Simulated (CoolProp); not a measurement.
Vapour-liquid equilibrium of isohexane (1) + n-hexane (2) at 0.212 MPa; x and y are mole fractions of (1).

The numbers come from the multi-fluid Helmholtz-energy mixture model, Lemmon 2006 and Thol 2019; pair parameters Bell 2016 in CoolProp.

Task: Give the bubble temperature and the first vapour's composition at x = 0.05, 0.5, 0.65. Is there an azeotrope?

Result: x = 0.05: 366.9 K, y = 0.062; x = 0.5: 362.5 K, y = 0.554; x = 0.65: 361.2 K, y = 0.696. No azeotrope shows between x = 0.05 and 0.95.

The pair parameters rest on a limited set of measurements; away from them the model extrapolates.
